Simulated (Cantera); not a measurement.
A closed system holds: 1 mol PbO, 0.34 mol N₂, held at 1300 Pa.

Cantera equilibrium calculation (NASA polynomials, part measured and part estimated; ideal gas, pure solids and liquids). Candidate condensed phases: Pb, PbO, PbO₂, Pb₃O₄; 12 gas species. Gases not in the tables: (PbO)n polymers. Equilibrium is a limit: real reactors are often held back by kinetics, nucleation or transport. All values below are at 1623 K.

Base state: PbO 0.516, N₂ 0.232, Pb 0.168, O₂ 0.0834, NO 0.000730, O 4.82e-5 (mole fractions); condensed: gas only.

What changes in the equilibrium state with this change: PbO replaced by Pb?


| species | before | after |
|---|---|---|
| Pb | 0.168 | 0.746 |
| N₂ | 0.232 | 0.254 |
| Pb₂ | 4.28e-6 | 8.49e-5 |
| PbO | 0.516 | 0 |
| O₂ | 0.0834 | 0 |
| NO | 0.000730 | 0 |
| O | 4.82e-5 | 0 |
